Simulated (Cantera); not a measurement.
# Thermodynamics of abatement and gas-phase synthesis, feed H2S + SO2

Feed: 1 mol H2S, 0.0062 mol SO2, held at 0.450 bar.

Equilibrium computed with Cantera from the NASA thermochemical tables; the gas is ideal and each condensed phase is pure. Candidate condensed phases: H2O, H2SO4, S; 19 gas species. The numbers say what is thermodynamically allowed, not how fast it happens.

```json
[
 {"T (K)": "1600", "log p H2": "-0.71", "log p H2S": "-0.84", "log p S2": "-1.00", "log p S": "-4.42", "log p H": "-4.62", "log p SH": "-2.48", "log p H2O": "-2.37"},
 {"T (K)": "1700", "log p H2": "-0.66", "log p H2S": "-0.95", "log p S2": "-0.96", "log p S": "-3.98", "log p H": "-4.16", "log p SH": "-2.30", "log p H2O": "-2.38"},
 {"T (K)": "1800", "log p H2": "-0.63", "log p H2S": "-1.06", "log p S2": "-0.93", "log p S": "-3.59", "log p H": "-3.76", "log p SH": "-2.14", "log p H2O": "-2.40"},
 {"T (K)": "1900", "log p H2": "-0.61", "log p H2S": "-1.17", "log p S2": "-0.91", "log p S": "-3.25", "log p H": "-3.41", "log p SH": "-2.01", "log p H2O": "-2.41"},
 {"T (K)": "2000", "log p H2": "-0.60", "log p H2S": "-1.28", "log p S2": "-0.90", "log p S": "-2.95", "log p H": "-3.09", "log p SH": "-1.89", "log p H2O": "-2.42"},
 {"T (K)": "2100", "log p H2": "-0.59", "log p H2S": "-1.38", "log p S2": "-0.90", "log p S": "-2.67", "log p H": "-2.80", "log p SH": "-1.80", "log p H2O": "-2.43"},
 {"T (K)": "2200", "log p H2": "-0.58", "log p H2S": "-1.48", "log p S2": "-0.90", "log p S": "-2.43", "log p H": "-2.54", "log p SH": "-1.71", "log p H2O": "-2.45"},
 {"T (K)": "2300", "log p H2": "-0.58", "log p H2S": "-1.57", "log p S2": "-0.90", "log p S": "-2.21", "log p H": "-2.31", "log p SH": "-1.64", "log p H2O": "-2.47"},
 {"T (K)": "2400", "log p H2": "-0.59", "log p H2S": "-1.67", "log p S2": "-0.91", "log p S": "-2.01", "log p H": "-2.09", "log p SH": "-1.58", "log p H2O": "-2.50"},
 {"T (K)": "2500", "log p H2": "-0.59", "log p H2S": "-1.76", "log p S2": "-0.93", "log p S": "-1.82", "log p H": "-1.90", "log p SH": "-1.52", "log p H2O": "-2.54"},
 {"T (K)": "2600", "log p H2": "-0.61", "log p H2S": "-1.86", "log p S2": "-0.95", "log p S": "-1.66", "log p H": "-1.72", "log p SH": "-1.48", "log p H2O": "-2.59"},
 {"T (K)": "2700", "log p H2": "-0.62", "log p H2S": "-1.96", "log p S2": "-0.99", "log p S": "-1.51", "log p H": "-1.56", "log p SH": "-1.45", "log p H2O": "-2.64"},
 {"T (K)": "2800", "log p H2": "-0.65", "log p H2S": "-2.06", "log p S2": "-1.03", "log p S": "-1.38", "log p H": "-1.41", "log p SH": "-1.43", "log p H2O": "-2.71"}
]
```
log p: log10 of the partial pressure in bar; nothing condenses.

From 1600 K to 2800 K nothing is condensed.
